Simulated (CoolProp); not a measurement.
Values from CoolProp's reference Helmholtz-energy equation of state, Thol 2018.

### Question
Give the vapour pressure (bar), vapour density (kg/m³), enthalpy of vaporisation (kJ/kg), liquid cp (kJ/(kg K)) of saturated hydrogen chloride at 178.9, 191.8 K.

### Answer
```
T (K)  p (bar)  vapour density (kg/m³)  enthalpy of vaporisation (kJ/kg)  liquid cp (kJ/(kg K))
-----  -------  ----------------------  --------------------------------  ---------------------
178.9    0.581                    1.45                               453                   1.66
191.8     1.24                    2.93                               440                   1.66
```
